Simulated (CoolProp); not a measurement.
Vapour-liquid equilibrium of cyclohexane (1) + n-nonane (2) at 20.45 °C; x and y are mole fractions of (1).

Values from CoolProp's multi-fluid Helmholtz-energy mixture model, Zhou 2014 and Lemmon 2006; pair parameters Bell 2016.

```tsv
x	bubble pressure (MPa)	y at the bubble point	dew pressure at overall composition x (MPa)	liquid density (mol/L)
0.05	0.001033	0.600	0.0004556	___
0.2	0.002586	0.863	___	6.091
0.35	0.003996	0.926	0.0006554	6.520
0.5	___	___	0.0008394	7.008
0.65	0.006906	0.977	0.001166	___
0.8	0.008467	0.989	___	8.214
0.95	0.01005	___	___	8.967
```

### Question
Some entries are withheld; supply them.

### Answer

- 0.05, liquid density (mol/L): 5.712
- 0.2, dew pressure at overall composition x (MPa): 0.0005376
- 0.5, bubble pressure (MPa): 0.005415
- 0.5, y at the bubble point: 0.958
- 0.65, liquid density (mol/L): 7.567
- 0.8, dew pressure at overall composition x (MPa): 0.001903
- 0.95, y at the bubble point: 0.998
- 0.95, dew pressure at overall composition x (MPa): 0.004988

No azeotrope shows between x = 0.05 and 0.95.

The pair parameters rest on a limited set of measurements; away from them the model extrapolates. The gap from Raoult's law changes sign with composition, which may be real or a fault of the pair parameters; it wasn't checked against measurements.
